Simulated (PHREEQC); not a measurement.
Dissolve 0.029 mol/kgw NaHCO3 and 0.01 mol/kgw (CH3)4NF at 20 °C. Closed to the air; pH follows from the charge balance.

All values are PHREEQC results (ion-association model, phreeqc.dat), not measurements.

```json
[
 {"quantity": "pH", "before": "8.19", "after": "8.13"},
 {"quantity": "ionic strength (mol/kgw)", "before": "0.0388", "after": "0.0670"}
]
```

Question: What was changed between the two runs?
A. NaHCO3 from 0.029 to 0.058 mol/kgw
B. NaHCO3 left out
C. 0.00053 mol/kgw KOH added
D. (CH3)4NF left out
E. 0.002 mol/kgw HBr added

Answer: A, NaHCO3 from 0.029 to 0.058 mol/kgw

This is a speciation only: nothing precipitates in the calculation. (CH3)4N+ isn't in the database: it is added as a free cation with an ion size of 4 Å.
